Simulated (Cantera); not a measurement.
Mixture: H2 : O2 : N2 : NO = 1 : 0.735 : 2.76 : 0.02 (molar parts), at 2.20 bar, adiabatic and at constant volume. Ignition delay is the time to a rise of 400 K.

Computed with Cantera and GRI-Mech 3.0 (53 species, 325 reactions). The hydrogen kinetics of GRI-Mech 3.0 are dated; newer H2 mechanisms differ, most at raised pressure. The mechanism lacks 2 NO + O2 → 2 NO2 and HONO, so NO2 and the effect of NO are under-described below about 1400 K. Below about 950 K walls govern HO2 and H2O2 in real vessels.

Predict: delay at 875 K; delay at 1075 K; delay at 1275 K; delay at 1475 K.


```json
{
  "delay at 875 K": "0.522 ms",
  "delay at 1075 K": "52.8 µs",
  "delay at 1275 K": "14.5 µs",
  "delay at 1475 K": "7.05 µs"
}
```
